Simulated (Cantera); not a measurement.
A Cantera script and what it prints.

```python
import numpy as np
import cantera as ct

gas_names = """
    H HNO HNO2 HNO3 HO2 H2 H2O H2O2 H2S H2SO4 N NH NH2 NH3 NH2OH NO NO2 NO3 N2 N2H2 N2H4 N2O O OH O2 O3
    S SH SN SO SO2 SO3 S2 S2O S8
""".split()
cond_names = """
    H2O(s) H2O(L) H2SO4(L) S(cr1) S(cr2) S(L)
""".split()


def load(file, names, dense=False):
    # The tables refer to 1 bar. Condensed volumes are neglected.
    table = {s.name: s for s in ct.Species.list_from_file(file)}
    out = []
    for n in names:
        d = dict(table[n].input_data)
        d["thermo"] = dict(d["thermo"], **{"reference-pressure": 1e5})
        if dense:
            d["equation-of-state"] = {"model": "constant-volume", "density": "1e6 g/cm^3"}
        out.append(ct.Species.from_dict(d))
    return out


gas = ct.Solution(thermo="ideal-gas", species=load("nasa_gas.yaml", gas_names))
cond = {s.name: ct.Solution(thermo="fixed-stoichiometry", species=[s], name=s.name)
        for s in load("nasa_condensed.yaml", cond_names, dense=True)}
atoms = {
    'NH3': {'N': 1, 'H': 3},
    'SO2': {'S': 1, 'O': 2},
    'H2': {'H': 2},
}
top_T = {}  # K; cautious upper limits of use, not melting points


def equilibrate(T, P, feed):
    n = {}
    for name, mol in feed.items():
        for a, k in atoms[name].items():
            n[a] = n.get(a, 0.0) + k * mol
    gas.TPX = T, P, n
    mass = sum(n.values()) * gas.mean_molecular_weight
    gas.equilibrate("TP")
    valid = [c for c in cond.values() if c.min_temp <= T <= top_T.get(c.name, c.max_temp)]
    mix = ct.Mixture([(gas, mass / gas.mean_molecular_weight)] + [(c, 0.0) for c in valid])
    mix.T, mix.P = T, P
    mix.equilibrate("TP", solver="vcs", rtol=1e-11, max_steps=5000)
    return mix


results = []
feed = {'NH3': 1, 'SO2': 0.56, 'H2': 16}  # mol
T = 2375  # K
P = 44000  # Pa
mix = equilibrate(T, P, feed)
results.append((T, P, feed, dict(zip(mix.species_names, mix.species_moles))))
print(gas.report(threshold=0.001))
for i in range(1, mix.n_phases):
    print(f"{mix.phase(i).name:16s} {mix.phase_moles(i):12.5e} mol")
```

Output:

```
       temperature   2375 K
          pressure   44000 Pa
           density   0.010308 kg/m^3
  mean mol. weight   4.6262 kg/kmol
   phase of matter   gas

                          1 kg             1 kmol
                     ---------------   ---------------
          enthalpy        1.2934e+07        5.9835e+07  J
   internal energy        8.6654e+06        4.0088e+07  J
           entropy             46311        2.1424e+05  J/K
    Gibbs function       -9.7054e+07       -4.4899e+08  J
 heat capacity c_p              7877             36441  J/K
 heat capacity c_v            6079.8             28126  J/K

                      mass frac. Y      mole frac. X     chem. pot. / RT
                     ---------------   ---------------   ---------------
                 H         0.0043136          0.019797           -10.503
                H2           0.37784           0.86706           -21.005
               H2O           0.23239          0.059676           -44.139
               H2S           0.06994         0.0094952           -37.198
                N2           0.16446          0.027159           -31.961
                 S          0.017387          0.002509           -16.193
                SH           0.06321         0.0088431           -26.696
                S2          0.060393         0.0043573           -32.386
     [  +27 minor]          0.010061         0.0011043

S(L)              0.00000e+00 mol
```

These are equilibrium values from Cantera (NASA tables, ideal gas, pure condensed phases), not measurements of a reactor.
